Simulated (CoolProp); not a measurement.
R124 along the isotherm 312.1 K: density (kg/m³) from the reference equation and from simpler models built on Tc = 395.4 K, pc = 36.24 bar, ω = 0.288; each cubic takes its own stable root.

Model: reference Helmholtz-energy equation of state, de Vries 1995, in CoolProp.

```tsv
p (bar)	phase	reference	van der Waals	Redlich-Kwong
4.94	gas	29.52	28.12	28.80
9.88	liquid	1308	62.38	1116
14.8	liquid	1312	788.7	1124
19.8	liquid	1315	797.5	1131
24.7	liquid	1318	805.4	1138
29.7	liquid	1321	812.8	1144
34.6	liquid	1324	819.5	1150
39.5	liquid	1327	825.7	1156
44.5	liquid	1330	831.7	1162
49.4	liquid	1332	837.2	1167
54.4	liquid	1335	842.5	1173
```

At some of these states van der Waals gives the other phase, because its saturation line lies elsewhere.
